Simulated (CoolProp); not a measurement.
Vapour-liquid equilibrium of n-pentane (1) + benzene (2) at 279 kPa; x and y are mole fractions of (1).

Model: multi-fluid Helmholtz-energy mixture model, Thol 2019 and Thol 2012; pair parameters Bell 2016, in CoolProp.

Question: Give the bubble temperature and the first vapour's composition at x = 0.35, 0.85, 0.95. Is there an azeotrope?

Answer: x = 0.35: 361.8 K, y = 0.657; x = 0.85: 346.1 K, y = 0.933; x = 0.95: 343.7 K, y = 0.978. No azeotrope shows between x = 0.05 and 0.95.

Pair parameters are fitted to limited data, so mixtures are less certain than the pure fluids.
